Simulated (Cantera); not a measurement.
Charge: 1 mol Si(CH₃)₄, 0.14 mol C₂H₄, 8.7 mol H₂, equilibrated at 1775 K and 1400 Pa.

Cantera equilibrium calculation (NASA polynomials, part measured and part estimated; ideal gas, pure solids and liquids). Candidate condensed phases: C, C₆H₆, C₇H₈, C₈H₁₈, Si, SiC; 87 gas species. Kinetics and transport are ignored.

Base state: H₂ 0.997, H 0.00244, C₂H₂ (acetylene) 0.000142, CH₄ 1.17e-5 (mole fractions); condensed: C(graphite) + SiC(s).

Q: What changes in the equilibrium state with this change: pressure from 1400 Pa to 6100 Pa?

A: 
| species | before | after |
|---|---|---|
| H₂ | 0.997 | 0.999 |
| H | 0.00244 | 0.00117 |
| C₂H₂ (acetylene) | 0.000142 | 0.000142 |
| CH₄ | 1.17e-5 | 5.09e-5 |
| C(graphite), mol | 3.28 | 3.27 |
| SiC(s), mol | 1.000 | 1.000 |
